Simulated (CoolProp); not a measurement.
Ammonia at several states: fugacity coefficient from the reference equation and from simpler models built on Tc = 405.6 K, pc = 11.36 MPa, ω = 0.256; each cubic takes its own stable root.

Values from CoolProp's reference Helmholtz-energy equation of state, Gao 2020.

```
T (K)  p (MPa)          phase  reference  van der Waals  Redlich-Kwong  Peng-Robinson
-----  -------  -------------  ---------  -------------  -------------  -------------
624.2   0.0144            gas     0.9999         0.9999         0.9999         0.9999
350.8     7.69         liquid     0.4186         0.6390         0.5094         0.4324
287.2     33.9         liquid    0.02771              …        0.04782        0.02950
509.1     12.7  supercritical     0.8312         0.8177              …              …
484.7     4.82            gas     0.9201         0.9200              …         0.9138
```

Q: What belongs in the gaps?

A: 
- 287.2, van der Waals: 0.1181
- 509.1, Redlich-Kwong: 0.8200
- 509.1, Peng-Robinson: 0.8218
- 484.7, Redlich-Kwong: 0.9168
